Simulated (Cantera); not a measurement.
Charge: 1 mol FeS, 1500 mol H2, held at 2.90 bar.

Equilibrium computed with Cantera from the NASA thermochemical tables; the gas is ideal and each condensed phase is pure. Candidate condensed phases: Fe, FeS, FeS2, S; 8 gas species. Kinetics and transport are ignored.

log p: log10 of the partial pressure in bar; n: condensed amount in mol.

| T (°C) | log p H2 | log p H | log p H2S | log p Fe | n Fe(γ) | n Fe(δ) | n Fe(l) |
|---|---|---|---|---|---|---|---|
| 1200 | 0.46 | -4.67 | -2.71 | -7.08 | 1.000 | 0 | 0 |
| 1250 | 0.46 | -4.41 | -2.72 | -6.61 | 1.000 | 0 | 0 |
| 1300 | 0.46 | -4.16 | -2.72 | -6.18 | 1.000 | 0 | 0 |
| 1350 | 0.46 | -3.93 | -2.72 | -5.78 | 0.999 | 0 | 0 |
| 1400 | 0.46 | -3.71 | -2.72 | -5.40 | 0 | 0.998 | 0 |
| 1450 | 0.46 | -3.51 | -2.72 | -5.04 | 0 | 0.995 | 0 |
| 1500 | 0.46 | -3.31 | -2.72 | -4.70 | 0 | 0.990 | 0 |
| 1550 | 0.46 | -3.13 | -2.73 | -4.39 | 0 | 0 | 0.979 |
| 1600 | 0.46 | … | -2.73 | … | 0 | 0 | 0.959 |
| 1650 | 0.46 | -2.80 | -2.73 | -3.83 | 0 | 0 | 0.923 |
| 1700 | 0.46 | … | -2.74 | … | 0 | 0 | 0.861 |
| 1750 | 0.46 | -2.49 | -2.75 | -3.33 | 0 | 0 | 0.756 |
| 1800 | 0.46 | -2.35 | -2.76 | -3.10 | 0 | 0 | 0.584 |

Complete the blanks.


- 1700, log p H: -2.64
- 1700, log p Fe: -3.57
- 1600, log p H: -2.96
- 1600, log p Fe: -4.10
